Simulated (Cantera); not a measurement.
Standard-state values (1 bar) from the NASA 1993 polynomials, evaluated with Cantera. Values are per mole of reaction as written; species without (g) are pure solids or liquids, kept so even where they would boil at 1 bar. VN: taken at fixed stoichiometry.

Task: Between 1198 and 1598 K, where is each reaction favourable under standard conditions?
- 2 NO(g) + 3 V → VO₂(g) + 2 VN
- 2 NO(g) + V₂O₅ → 2 NO₂(g) + V₂O₃

Result: 
- 2 NO(g) + 3 V → VO₂(g) + 2 VN: ΔG° is -646 kJ at 1198 K and -579 kJ at 1598 K; it stays negative (K > 1). ΔH° is -847 kJ and ΔS° -168 J/K at 1598 K.
- 2 NO(g) + V₂O₅ → 2 NO₂(g) + V₂O₃: ΔG° is 212 kJ at 1198 K and 235 kJ at 1598 K; it stays positive (K < 1). ΔH° is 143 kJ and ΔS° -58 J/K at 1598 K.
